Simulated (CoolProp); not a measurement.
Saturated liquid density (kg/m³) of p-xylene: the reference equation beside estimates from Tc = 616.2 K, pc = 3.532 MPa, ω = 0.324. Rackett uses Z = 0.29056 − 0.08775 ω.

The numbers come from the reference Helmholtz-energy equation of state, Zhou 2012 in CoolProp.

| T (K) | reference | Rackett | van der Waals | Soave-Redlich-Kwong | Peng-Robinson |
|---|---|---|---|---|---|
| 323.1 | 834.9 | 824.4 | 473.2 | 723.7 | 814.4 |
| 325.8 | 832.5 | 822.1 | 471.9 | 721.9 | 812.5 |
| 328.4 | 830.2 | 819.8 | 470.8 | 720.3 | 810.7 |
| 331.1 | 827.8 | 817.4 | 469.5 | 718.5 | 808.8 |
| 333.7 | 825.5 | 815.1 | 468.3 | 716.8 | 807.0 |
| 336.3 | 823.2 | 812.8 | 467.1 | 715.0 | 805.2 |
| 339 | 820.8 | 810.4 | 465.9 | 713.2 | 803.2 |
| 341.6 | 818.5 | 808.1 | 464.7 | 711.4 | 801.3 |
| 344.3 | 816.1 | 805.7 | 463.4 | 709.6 | 799.4 |
| 346.9 | 813.7 | 803.3 | 462.2 | 707.8 | 797.4 |
| 349.6 | 811.3 | 800.9 | 460.9 | 705.9 | 795.4 |
| 352.2 | 809.0 | 798.6 | 459.7 | 704.0 | 793.4 |
| 354.9 | 806.5 | 796.1 | 458.4 | 702.1 | 791.4 |
| 357.5 | 804.2 | 793.7 | 457.1 | 700.2 | 789.4 |
| 360.1 | 801.8 | 791.3 | 455.8 | 698.3 | 787.3 |

Absolute difference from the reference over all 15 rows, mean and median: Rackett 1.3 and 1.3 %, van der Waals 43.2 and 43.2 %, Soave-Redlich-Kwong 13.1 and 13.1 %, Peng-Robinson 2.1 and 2.1 %.
